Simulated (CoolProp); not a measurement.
A single-stage vapour-compression cycle with the fluid: evaporating at 318.15 K (dew point), condensing at 353.15 K (bubble point), superheat 8 K, subcooling 0 K, compressor efficiency 0.9, no pressure losses. The same conditions are run with several fluids, on thermodynamics alone (safety and materials aside).

Model: reference Helmholtz-energy equation of state of each fluid (ethanol: Schroeder 2014; n-pentane: Thol 2019; c-C4F8 (RC318): Platzer 1990; R236FA: Pan 2012; cis-2-butene: Lemmon 2005; hydrogen sulfide: Lemmon 2006), in CoolProp. The equations of Platzer and Polt are older, rougher fits.

```json
[
 {"fluid": "ethanol", "cooling COP": "7.46", "pressure ratio": "4.68", "discharge temperature (K)": "395.3", "refrigerating effect (kJ/kg)": "813", "volumetric capacity (kJ/m³)": "321"},
 {"fluid": "n-pentane", "cooling COP": "6.97", "pressure ratio": "2.70", "discharge temperature (K)": "353.1", "refrigerating effect (kJ/kg)": "277", "volumetric capacity (kJ/m³)": "1060"},
 {"fluid": "c-C4F8 (RC318)", "cooling COP": "5.57", "pressure ratio": "2.37", "discharge temperature (K)": "353.1", "refrigerating effect (kJ/kg)": "58.5", "volumetric capacity (kJ/m³)": "2840"},
 {"fluid": "R236FA", "cooling COP": "6.21", "pressure ratio": "2.47", "discharge temperature (K)": "355.4", "refrigerating effect (kJ/kg)": "93.5", "volumetric capacity (kJ/m³)": "3040"},
 {"fluid": "cis-2-butene", "cooling COP": "6.93", "pressure ratio": "2.39", "discharge temperature (K)": "361.8", "refrigerating effect (kJ/kg)": "298", "volumetric capacity (kJ/m³)": "2640"},
 {"fluid": "hydrogen sulfide", "cooling COP": "5.59", "pressure ratio": "1.99", "discharge temperature (K)": "394.4", "refrigerating effect (kJ/kg)": "285", "volumetric capacity (kJ/m³)": "14700"}
]
```

The compression ends wet for: n-pentane; c-C4F8 (RC318).
